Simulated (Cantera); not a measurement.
CH3Cl + HCl + H2 (fluorocarbon and chlorocarbon gases)

Feed: 1 mol CH3Cl, 0.35 mol HCl, 0.56 mol H2, equilibrated at 3.60 Pa.

Cantera equilibrium calculation (NASA polynomials, part measured and part estimated; ideal gas, pure solids and liquids). Candidate condensed phases: C, C6H6, C7H8, C8H18; 91 gas species. Equilibrium is a limit: real reactors are often held back by kinetics, nucleation or transport.

```tsv
T (°C)	x H	x Cl	x C	x C2	x C3	x H2	x HCl
2727	0.666	0.201	0.120	0.00641	0.00539	0.000640	0.000284
2777	0.662	0.200	0.130	0.00500	0.00282	0.000467	0.000208
2827	0.659	0.199	0.136	0.00373	0.00138	0.000346	0.000155
2877	0.658	0.199	0.140	0.00270	0.000660	0.000260	0.000116
2927	0.657	0.198	0.142	0.00194	0.000312	0.000197	8.83e-5
2977	0.656	0.198	0.144	0.00139	0.000148	0.000150	6.77e-5
3027	0.656	0.198	0.145	0.000999	7.13e-5	0.000116	5.24e-5
3077	0.656	0.198	0.145	0.000722	3.48e-5	9.03e-5	4.08e-5
3127	0.656	0.198	0.146	0.000526	1.73e-5	7.08e-5	3.21e-5
```
x: gas mole fraction; nothing condenses.

From 2727 °C to 3127 °C nothing is condensed. The main C-bearing gas is C throughout.
